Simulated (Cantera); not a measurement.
An isothermal, constant-pressure homogeneous reactor starts with NH₃ : N₂ = 1 : 0.11 (molar parts), at 1900 K and 10.00 Torr. Integrator tolerance rtol = 1e-08.

Detailed kinetics in Cantera: the gas-phase N/H chemistry of the illustrative SiF4/NH3 mechanism in the Surface Chemkin manual (1991). Walls and surfaces, which speed up NH3 decomposition in real reactors, are not modelled.

**Question.** What does this change do: temperature 1900 to 1425 K?

**Answer.** 
```tsv
quantity	before	after
x(NH₃) at 50.0 s	4.53e-5 (gas-phase equilibrium 1.01e-7)	0.881 (gas-phase equilibrium 3.32e-7)
x(N₂H₄) at 50.0 s	<1e-12 (gas-phase equilibrium <1e-12)	7.08e-9 (gas-phase equilibrium <1e-12)
x(NH₂) at 50.0 s	9.20e-7 (gas-phase equilibrium 2.33e-9)	3.86e-5 (gas-phase equilibrium 4.84e-11)
x(H) at 50.0 s	0.00513 (gas-phase equilibrium 0.00581)	3.30e-7 (gas-phase equilibrium 5.01e-5)
x(N₂) at 50.0 s	0.288 (gas-phase equilibrium 0.288)	0.103 (gas-phase equilibrium 0.289)
x(NH) at 50.0 s	2.65e-7 (gas-phase equilibrium 7.63e-10)	6.96e-8 (gas-phase equilibrium <1e-12)
x(N) at 50.0 s	2.81e-7 (gas-phase equilibrium 9.15e-10)	5.78e-10 (gas-phase equilibrium <1e-12)
```
